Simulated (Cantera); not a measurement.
Fluorocarbon and chlorocarbon gases: CHF3 + F2 + H2 + HCl

A closed system holds: 1 mol CHF3, 0.19 mol F2, 2.1 mol H2, 0.39 mol HCl, at 1.00 Torr.

Equilibrium computed with Cantera from the NASA thermochemical tables; the gas is ideal and each condensed phase is pure. Candidate condensed phases: C, C6H6, C7H8, C8H18; 118 gas species. Equilibrium is a limit: real reactors are often held back by kinetics, nucleation or transport.

From 1852 °C to 2552 °C the condensed part is C(graphite). The main C-bearing gas is C2H2 (acetylene) at 1852 °C and C3 at 2552 °C. The share of C in condensed phases is highest at 1852 °C (99.7 %) and lowest at 2552 °C (24.5 %).

| T (°C) | x HF | x H | x H2 | x HCl | x Cl | x F | x C3 | n C(graphite) |
|---|---|---|---|---|---|---|---|---|
| 1852 | 0.703 | 0.0415 | 0.174 | 0.0690 | 0.0121 | 0.000111 | 3.75e-7 | 0.997 |
| 1952 | 0.689 | 0.0709 | 0.160 | 0.0602 | 0.0194 | 0.000286 | 2.99e-6 | 0.995 |
| 2052 | 0.670 | 0.112 | 0.139 | 0.0490 | 0.0285 | 0.000695 | 1.98e-5 | 0.992 |
| 2152 | 0.647 | 0.164 | 0.112 | 0.0366 | 0.0382 | 0.00162 | 0.000112 | 0.988 |
| 2252 | 0.620 | 0.220 | 0.0822 | 0.0249 | 0.0470 | 0.00370 | 0.000548 | 0.976 |
| 2352 | 0.590 | 0.273 | 0.0549 | 0.0155 | 0.0536 | 0.00834 | 0.00237 | 0.935 |
| 2452 | 0.552 | 0.314 | 0.0338 | 0.00886 | 0.0571 | 0.0184 | 0.00917 | 0.784 |
| 2552 | 0.491 | 0.342 | 0.0196 | 0.00471 | 0.0567 | 0.0380 | 0.0321 | 0.245 |
x: gas mole fraction; n: condensed amount in mol.
